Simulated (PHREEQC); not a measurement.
Solution (25 °C): 1.1 mol/kgw NaBr, 0.045 mol/kgw K2SO4 and 1 mol/kgw MgCl2. Closed to the air; pH follows from the charge balance.

The numbers come from PHREEQC with the Pitzer model, pitzer.dat.

Problem. The ionic strength comes out as 4.24 mol/kgw. What activity coefficients do Na+, Mg+2, Cl-, K+, SO4-2 get?

Solution. Na+ 1.2, Mg+2 1.3, Cl- 0.58, K+ 0.79, SO4-2 0.011. Single-ion values are on the MacInnes scale.

This is a speciation only: nothing precipitates in the calculation.
